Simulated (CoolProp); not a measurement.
Properties of normal hydrogen along the isotherm -220.45 °C (Tc = -240.0 °C, pc = 1296 kPa, ω = -0.219).

Values from CoolProp's reference Helmholtz-energy equation of state, Leachman 2009.

```csv
p (kPa),phase,Z,cp (kJ/(kg K)),isothermal compressibility (1/MPa),expansivity (1/kK)
41,gas,0.9972,10.39,24.46,19.14
93.3,gas,0.9937,(withheld),10.79,19.35
212,gas,0.9857,10.63,4.786,19.85
483,gas,0.9672,11.03,(withheld),21.05
1100,gas,0.9251,(withheld),(withheld),24.12
2500,supercritical,(withheld),15.15,(withheld),(withheld)
5700,supercritical,0.7643,(withheld),0.1570,35.90
13000,supercritical,1.067,14.53,0.03015,15.73
```

Q: What belongs in the gaps?

A: 
- 93.3, cp (kJ/(kg K)): 10.47
- 483, isothermal compressibility (1/MPa): 2.141
- 1100, cp (kJ/(kg K)): 12.08
- 1100, isothermal compressibility (1/MPa): 0.9823
- 2500, Z: 0.8365
- 2500, isothermal compressibility (1/MPa): 0.4674
- 2500, expansivity (1/kK): 32.40
- 5700, cp (kJ/(kg K)): 19.31

The peak of cp marks the crossing from liquid-like to gas-like fluid above the critical point.
